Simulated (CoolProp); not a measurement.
Computed with CoolProp (reference Helmholtz-energy equation of state, Thol 2017).

### Question
For octamethyltrisiloxane (MDM), give the phase and the cp (kJ/(kg K)), cv (kJ/(kg K)), isothermal compressibility (1/MPa), expansivity (1/kK) at -62.15 °C and 0.123 bar; 160.25 °C and 0.97 bar.

### Answer
- -62.15 °C and 0.123 bar: liquid; cp 1.64, cv 1.34, isothermal compressibility 0.000902, expansivity 1.08
- 160.25 °C and 0.97 bar: gas; cp 1.79, cv 1.74, isothermal compressibility 11.1, expansivity 2.97
